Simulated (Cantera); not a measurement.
Feed: 1 mol MgO, 0.066 mol Br2, 0.11 mol H2, at 1623 K and 0.340 bar.

Cantera equilibrium calculation (NASA polynomials, part measured and part estimated; ideal gas, pure solids and liquids). Candidate condensed phases: Br2, H2O, Mg, MgBr2, MgO, Mg(OH)2; 20 gas species. Equilibrium is a limit: real reactors are often held back by kinetics, nucleation or transport.

Base state: HBr 0.481, H2 0.253, H2O 0.129, MgBr2 0.129, Br 0.00741, Br2 6.21e-5, H 5.96e-5, MgBr 3.77e-5 (mole fractions); condensed: MgO(s).

Task: What changes in the equilibrium state with this change: temperature from 1623 K to 775 K?

Result: 
```csv
species,before,after
HBr,0.481,0.546
H2,0.253,0.291
H2O,0.129,0.163
MgBr2,0.129,7.02e-6
Br,0.00741,3.37e-8
H,5.96e-5,<1e-9
MgBr,3.77e-5,<1e-9
Br2,6.21e-5,1.08e-8
"MgO(s), mol",0.977,0.975
"MgBr2(s), mol",0,0.0247
```

Task: What changes in the equilibrium state with this change: Br2 from 0.066 to 0.64 mol?

Result: 
```
species       before    after
-----------  -------  -------
Br           0.00741    0.488
Br2          6.21e-5    0.270
HBr            0.481    0.152
H2             0.253  5.79e-6
H2O            0.129   0.0339
MgBr2          0.129   0.0491
O2             <1e-9  0.00756
H            5.96e-5  2.85e-7
MgBr         3.77e-5  2.17e-7
OH           1.28e-6  6.99e-5
MgO(s), mol    0.977    0.951
```

Task: What changes in the equilibrium state with this change: temperature from 1623 K to 1673.15 K?

Result: 
```csv
species,before,after
HBr,0.481,0.457
H2,0.253,0.254
H2O,0.129,0.140
MgBr2,0.129,0.140
MgBr,3.77e-5,7.00e-5
H,5.96e-5,9.85e-5
"MgO(s), mol",0.977,0.975
```
